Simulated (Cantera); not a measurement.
Feed: 1 mol CH3SiCl3, 1.7 mol HCl, 1500 mol H2, 1.1 mol C2H4, equilibrated at 1.00 bar.

Equilibrium computed with Cantera from the NASA thermochemical tables; the gas is ideal and each condensed phase is pure. Candidate condensed phases: C, C6H6, C7H8, C8H18, Si, SiC; 109 gas species. The feed counts by its element totals alone. Gases not in the tables: Si2H6 and higher silanes. Rates play no part.

**Question.** Which condensed phases are stable at each of these points (T (K)): 1348, 1548, 1748, 1948, 2148, 2348, 2548?

**Answer.** 
```json
[
 {"T (K)": "1348", "condensed phases": "SiC(s)", "Si condensed (%)": "99.9"},
 {"T (K)": "1548", "condensed phases": "SiC(s)", "Si condensed (%)": "99.9"},
 {"T (K)": "1748", "condensed phases": "C(graphite) + SiC(s)", "Si condensed (%)": "99.8"},
 {"T (K)": "1948", "condensed phases": "SiC(s)", "Si condensed (%)": "98.9"},
 {"T (K)": "2148", "condensed phases": "SiC(s)", "Si condensed (%)": "85.7"},
 {"T (K)": "2348", "condensed phases": "gas only", "Si condensed (%)": "0.0"},
 {"T (K)": "2548", "condensed phases": "gas only", "Si condensed (%)": "0.0"}
]
```

From 1348 K to 1548 K the condensed part is SiC(s). At 1748 K the condensed part is C(graphite) + SiC(s). From 1948 K to 2148 K the condensed part is SiC(s). From 2348 K to 2548 K nothing is condensed.
